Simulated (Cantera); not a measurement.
**Equilibrium for nitride etching: AlN + H2O + H2**

Feed: 1 mol AlN, 15 mol H2O, 0.42 mol H2, held at 725 °C and 5.40e-5 bar.

Equilibrium computed with Cantera from the NASA thermochemical tables; the gas is ideal and each condensed phase is pure. Candidate condensed phases: Al, AlN, Al2O3, H2O; 35 gas species. Equilibrium is a limit: real reactors are often held back by kinetics, nucleation or transport.

```yaml
x(H2O): 0.848
x(H2): 0.121
x(N2): 0.0314
n(Al2O3(s)): 0.500 mol
gas_amount: 15.92 mol
log10 activity of Al(l) (absent): -21.78
```
